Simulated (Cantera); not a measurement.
Charge: 1 mol Zr, 0.11 mol NH₃, held at 2273.15 K and 1.60 bar.

Cantera equilibrium calculation (NASA polynomials, part measured and part estimated; ideal gas, pure solids and liquids). Mutual solubility and eutectic melting of coexisting phases are not modelled. ZrN: taken at fixed stoichiometry. Condensed phases not in the tables: N, O or C dissolved in the metal. Kinetics and transport are ignored.

```csv
species,before,after
H₂,0.993,0.978
H,0.00662,0.0217
"Zr(l), mol",0.890,0.890
"ZrN(s), mol",0.110,0.110
```
Gas species are given as mole fractions.

Which change was made?
(A) temperature from 2273.15 K to 2523.15 K
(B) temperature from 2273.15 K to 1923.15 K
(C) temperature from 2273.15 K to 1400 K
(D) NH₃ from 0.11 to 4.1 mol

A, temperature from 2273.15 K to 2523.15 K
